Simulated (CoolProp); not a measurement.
C2F6 (R116) at 400.42 K and 4.21 MPa flows at 6.2 m/s in a round tube of 4.6 mm bore and 15 µm roughness, fully developed (64/Re and Nu = 3.66 if laminar; Colebrook and Gnielinski if turbulent). Each further row changes one setting.

Values from CoolProp's reference Helmholtz-energy equation of state, Lemmon 2006. It is a short technical equation, of lower accuracy than the large ones.

```csv
case,Reynolds number,Darcy friction factor,pressure drop (Pa/m),heat-transfer coefficient (W/(m² K)),mass flow (kg/h)
as stated,251000,[?],[?],4480,75.2
velocity 12.4 m/s,501000,0.0270,91700,[?],150
diameter 9.2 mm,501000,[?],9590,3710,301
```

Problem. Some entries are withheld; supply them.

Solution. 
- as stated, Darcy friction factor: 0.0273
- as stated, pressure drop (Pa/m): 23100
- velocity 12.4 m/s, heat-transfer coefficient (W/(m² K)): 8900
- diameter 9.2 mm, Darcy friction factor: 0.0226

Viscosity comes from a separate model (Huber 2003), an estimate that may be off by 10 % or more. Thermal conductivity comes from a separate model (Huber 2003), an estimate that may be off by 10 % or more.
